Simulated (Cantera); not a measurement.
Feed: 1 mol PbO, 1.4 mol O2, 5.2 mol H2, held at 0.0100 bar.

Method: chemical equilibrium by Gibbs-energy minimisation in Cantera with the NASA 1993 tables (ideal gas, pure condensed phases). Candidate condensed phases: H2O, Pb, PbO, PbO2, Pb3O4; 12 gas species. Rates play no part.

At 1052 °C, list the 4 most abundant gas species with their mole fractions, and the condensed phases.

H2O 0.613, H2 0.226, Pb 0.161, PbO 4.52e-5. Condensed: gas only.
